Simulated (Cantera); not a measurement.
# Thermodynamics of silicon carbide growth, feed SiHCl3 + C2H4 + H2

Charge: 1 mol SiHCl3, 0.011 mol C2H4, 11 mol H2, held at 133 Pa.

Method: chemical equilibrium by Gibbs-energy minimisation in Cantera with the NASA 1993 tables (ideal gas, pure condensed phases). Candidate condensed phases: C, C6H6, C7H8, C8H18, Si, SiC; 109 gas species. Mutual solubility and eutectic melting of coexisting phases are not modelled. The tables' values for SiCl, SiCl3 are old estimates; treat these amounts as uncertain. Gases not in the tables: Si2H6 and higher silanes. Rates play no part.

```tsv
T (K)	x H2	x HCl	x SiCl2	x H	x Si	x Cl	x SiCl	n Si(s)	n SiC(s)	n Si(l)
1623	0.825	0.116	0.0566	0.00172	0.000117	0.000190	0.000151	0.232	0.0220	0
1673	0.825	0.114	0.0571	0.00283	0.000313	0.000307	0.000280	0.221	0.0220	0
1723	0.822	0.116	0.0562	0.00453	0.000738	0.000493	0.000479	0	0.0219	0.224
1773	0.817	0.118	0.0546	0.00704	0.00160	0.000781	0.000775	0	0.0218	0.228
1823	0.811	0.120	0.0529	0.0107	0.00332	0.00120	0.00122	0	0.0215	0.218
1873	0.802	0.121	0.0509	0.0158	0.00661	0.00181	0.00186	0	0.0206	0.184
1923	0.788	0.121	0.0488	0.0229	0.0127	0.00264	0.00277	0	0.0186	0.104
1973	0.769	0.123	0.0448	0.0324	0.0217	0.00388	0.00378	0	0.0147	0
```
x: gas mole fraction; n: condensed amount in mol.

From 1623 K to 1673 K the condensed part is Si(s) + SiC(s). From 1723 K to 1923 K the condensed part is Si(l) + SiC(s). At 1973 K the condensed part is SiC(s). The main Si-bearing gas is SiCl2 throughout. The share of Si in condensed phases is highest at 1623 K (25.4 %) and lowest at 1973 K (1.5 %).
